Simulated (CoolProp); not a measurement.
The fluid at 298.15 K and 0.326 MPa (gas) is heated at constant pressure to 433.6 K. The same conditions are run with several fluids, on thermodynamics alone (safety and materials aside).

Computed with CoolProp (reference Helmholtz-energy equation of state of each fluid (dry air: Lemmon 2000; R152A: Outcalt 1996; propane: Lemmon 2009; R22: Kamei 1995)). Blends and air are pseudo-pure fits.

### Question
Rank dry air, R152A, propane, R22 by heat (kJ/kg), highest first.

### Answer
propane (272), R152A (166), dry air (137), R22 (101)

```
fluid    final density (kg/m³)
-------  ---------------------
dry air                   2.62
R152A                     6.08
propane                   4.05
R22                       7.92
```
